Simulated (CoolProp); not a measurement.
c-C4F8 (RC318) at 346.59 K and 7.49 MPa flows at 0.16 m/s in a round tube of 20 mm bore and 45 µm roughness, fully developed (64/Re and Nu = 3.66 if laminar; Colebrook and Gnielinski if turbulent). Each further row changes one setting.

Computed with CoolProp (reference Helmholtz-energy equation of state, Platzer 1990). This equation is an older, rougher fit; its heat capacities, sound speeds and derivatives of the liquid may be far off and weren't checked against measurements.

```json
[
 {"case": "as stated", "Reynolds number": "___", "Darcy friction factor": "0.0305", "pressure drop (Pa/m)": "___", "heat-transfer coefficient (W/(m² K))": "383", "mass flow (kg/h)": "___"},
 {"case": "velocity 0.32 m/s", "Reynolds number": "37300", "Darcy friction factor": "0.0279", "pressure drop (Pa/m)": "97.1", "heat-transfer coefficient (W/(m² K))": "___", "mass flow (kg/h)": "___"},
 {"case": "diameter 40 mm", "Reynolds number": "37300", "Darcy friction factor": "___", "pressure drop (Pa/m)": "11.0", "heat-transfer coefficient (W/(m² K))": "___", "mass flow (kg/h)": "___"}
]
```

Problem. Some entries are withheld; supply them.

Solution. 
- as stated, Reynolds number: 18700
- as stated, pressure drop (Pa/m): 26.6
- as stated, mass flow (kg/h): 246
- velocity 0.32 m/s, heat-transfer coefficient (W/(m² K)): 738
- velocity 0.32 m/s, mass flow (kg/h): 492
- diameter 40 mm, Darcy friction factor: 0.0254
- diameter 40 mm, heat-transfer coefficient (W/(m² K)): 345
- diameter 40 mm, mass flow (kg/h): 985

Viscosity comes from a separate model (Huber 2003), an estimate that may be off by 10 % or more. Thermal conductivity comes from a separate model (Huber 2003), an estimate that may be off by 10 % or more.
